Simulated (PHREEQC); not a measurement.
Synthetic water in mg/L, 7.8 °C, pH 2.69, pe 10.3: Na 706; K 34.8; Ca 428; Mg 51.2; Cl 236; S(6) as SO4 2600; Zn 5.29.

Valence states are taken as typed.

Computed with PHREEQC (ion-association model, wateq4f.dat).

Precipitation was switched off in this run.

**Question.** Order these Ca species by the share of Ca that they hold, largest first: CaHSO4+, CaSO4, Ca+2.

**Answer.** Ca+2 (63 %), CaSO4 (37 %), CaHSO4+ (0.47 %)

The pH is 2.69 and the ionic strength 0.0772 mol/kgw. Away from 25 °C the constants follow the database's enthalpies or fits; those with neither stay at their 25 °C values.
